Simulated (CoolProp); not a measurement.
Properties of nitrous oxide along the isobar 4790 kPa.

Computed with CoolProp (reference Helmholtz-energy equation of state, Lemmon 2006). It is a short technical equation, of lower accuracy than the large ones.

```csv
T (°C),phase,Z,cp (kJ/(kg K)),cv (kJ/(kg K)),Joule-Thomson coefficient (K/MPa)
-43.45,liquid,0.1006,1.793,0.9193,-0.1451
-18.65,liquid,0.09911,1.936,0.9098,0.02060
6.05,liquid,0.1025,2.324,0.9118,0.4243
30.75,gas,0.6906,1.737,0.8579,11.06
55.45,gas,0.7839,1.327,0.8038,8.905
80.15,gas,0.8390,1.201,0.7964,7.374
104.95,gas,0.8765,1.148,0.8022,6.227
129.65,gas,0.9034,1.123,0.8130,5.343
```
